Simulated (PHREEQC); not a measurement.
1 kg of water holding 0.0054 mol/kgw Na2SO4, 0.35 mol/kgw Na2CO3, 0.087 mol/kgw NaCl and 0.028 mol/kgw KCl is evaporated at 25 °C; the solids stay in contact with the brine. The system is closed to CO2. The run lets Arcanite, Burkeite, Glaserite, Halite, Kalicinite, Mirabilite, Misenite, Nahcolite, Natron, Sylvite, Thenardite, Trona precipitate or redissolve, and no other solid.

Computed with PHREEQC (Pitzer model, pitzer.dat).

```json
[
 {"water left (kg)": "1", "ionic strength": "1.18", "water activity": "0.982", "Natron (mol)": "0", "Halite (mol)": "0", "Sylvite (mol)": "0"},
 {"water left (kg)": "0.8219", "ionic strength": "1.43", "water activity": "0.979", "Natron (mol)": "0", "Halite (mol)": "0", "Sylvite (mol)": "0"},
 {"water left (kg)": "0.6755", "ionic strength": "1.74", "water activity": "0.974", "Natron (mol)": "0", "Halite (mol)": "0", "Sylvite (mol)": "0"},
 {"water left (kg)": "0.5552", "ionic strength": "2.12", "water activity": "0.969", "Natron (mol)": "0", "Halite (mol)": "0", "Sylvite (mol)": "0"},
 {"water left (kg)": "0.4563", "ionic strength": "2.58", "water activity": "(withheld)", "Natron (mol)": "0", "Halite (mol)": "0", "Sylvite (mol)": "0"},
 {"water left (kg)": "0.3751", "ionic strength": "(withheld)", "water activity": "(withheld)", "Natron (mol)": "0", "Halite (mol)": "0", "Sylvite (mol)": "0"},
 {"water left (kg)": "0.3083", "ionic strength": "3.82", "water activity": "0.946", "Natron (mol)": "0", "Halite (mol)": "0", "Sylvite (mol)": "0"},
 {"water left (kg)": "0.2534", "ionic strength": "4.65", "water activity": "0.934", "Natron (mol)": "0", "Halite (mol)": "0", "Sylvite (mol)": "0"},
 {"water left (kg)": "0.2083", "ionic strength": "5.66", "water activity": "0.919", "Natron (mol)": "0", "Halite (mol)": "0", "Sylvite (mol)": "0"},
 {"water left (kg)": "0.1712", "ionic strength": "6.89", "water activity": "(withheld)", "Natron (mol)": "0", "Halite (mol)": "0", "Sylvite (mol)": "0"},
 {"water left (kg)": "0.1407", "ionic strength": "8.39", "water activity": "0.871", "Natron (mol)": "0", "Halite (mol)": "0", "Sylvite (mol)": "0"},
 {"water left (kg)": "0.1002", "ionic strength": "9.21", "water activity": "0.846", "Natron (mol)": "0.0857", "Halite (mol)": "0", "Sylvite (mol)": "0"},
 {"water left (kg)": "0.06168", "ionic strength": "(withheld)", "water activity": "0.805", "Natron (mol)": "0.186", "Halite (mol)": "0", "Sylvite (mol)": "0"},
 {"water left (kg)": "0.03759", "ionic strength": "(withheld)", "water activity": "0.690", "Natron (mol)": "0.225", "Halite (mol)": "0", "Sylvite (mol)": "0"},
 {"water left (kg)": "0.007897", "ionic strength": "16.2", "water activity": "0.639", "Natron (mol)": "0.313", "Halite (mol)": "0.0787", "Sylvite (mol)": "0.0164"}
]
```

Question: Fill in the missing entries.

Answer: 
- 0.4563, water activity: 0.963
- 0.3751, ionic strength: 3.14
- 0.3751, water activity: 0.955
- 0.1712, water activity: 0.898
- 0.06168, ionic strength: 10.1
- 0.03759, ionic strength: 13.4
